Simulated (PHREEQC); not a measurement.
Dissolve 0.14 mol ZnSO4, 0.098 mol MgSO4, 0.21 mol H2SO4 and 0.00022 mol NaCl per kg of water at 25 °C. Closed to the air; pH follows from the charge balance.

Computed with PHREEQC (ion-association model, phreeqc.dat).

| quantity | before | after |
|---|---|---|
| pH | 0.88 | 1.13 |
| ionic strength (mol/kgw) | 0.667 | 0.352 |
| HSO4- (mol/kgw) | 0.245 | 0.114 |
| SO4-2 (mol/kgw) | 0.0778 | 0.0488 |
| SI of Zn(OH)2(e) (Zn(OH)2) | -11.57 | -11.28 |

Name the change that produced these shifts.
A. MgSO4 from 0.098 to 0.0098 mol/kgw
B. NaCl from 0.00022 to 0.000242 mol/kgw
C. diluted 10-fold with water
D. diluted 2-fold with water
E. diluted 5-fold with water

D, diluted 2-fold with water

This is a speciation only: nothing precipitates in the calculation.
